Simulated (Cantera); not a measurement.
An adiabatic, constant-volume homogeneous reactor starts with 21.7 % H₂, 16.4 % O₂, 61.8 % N₂, at 1150 K and 5.00 bar.

Cantera simulation using the H2/O2 subset of GRI-Mech 3.0, which has no nitrogen chemistry; the numbers are that mechanism's predictions, not measurements. The hydrogen kinetics of GRI-Mech 3.0 are dated; newer H2 mechanisms differ, most at raised pressure.

One state of this run: T (K) = 2830; P (bar) = 11.1; x H₂ = 0.00676; x O₂ = 0.0584; x OH = 0.0213; x HO₂ = 3.17e-5; x O = 0.00444. x: mole fraction; the columns are a selection and need not sum to one.

Question: Which value of t (s) does it belong to?
(A) 2.47e-6
(B) 0.800
(C) 6.12e-6
(D) 3.75e-5

Answer: B, 0.800
